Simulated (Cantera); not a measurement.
**Reactions in the system C-H-N-Ta**

Source: NASA polynomial tables (part measured, part estimated), evaluated in Cantera. Values are per mole of reaction as written; species without (g) are pure solids or liquids, kept so even where they would boil at 1 bar. TaC: taken at fixed stoichiometry.

C₆H₆(g) + 2 N(g) + 6 Ta → 2 NH₃(g) + 6 TaC

| T (K) | ΔH° (kJ) | ΔS° (J/K) | ΔG° (kJ) | log10 K |
|---|---|---|---|---|
| 300 | -1984.7 | -184.7 | -1929.2 | 335.91 |
| 775 | -1979.6 | -173.2 | -1845.4 | 124.38 |
| 850 | -1979.6 | -173.2 | -1832.4 | 112.60 |
| 925 | -1979.7 | -173.3 | -1819.4 | 102.74 |
| 1000 | -1979.8 | -173.4 | -1806.4 | 94.36 |
| 1075 | -1979.8 | -173.4 | -1793.4 | 87.14 |
| 1150 | -1979.9 | -173.5 | -1780.4 | 80.87 |
| 1225 | -1979.9 | -173.4 | -1767.4 | 75.36 |
| 1300 | -1979.8 | -173.4 | -1754.4 | 70.49 |
| 1375 | -1979.7 | -173.3 | -1741.4 | 66.15 |
| 1450 | -1979.4 | -173.1 | -1728.4 | 62.26 |
| 1525 | -1979.1 | -172.9 | -1715.4 | 58.76 |
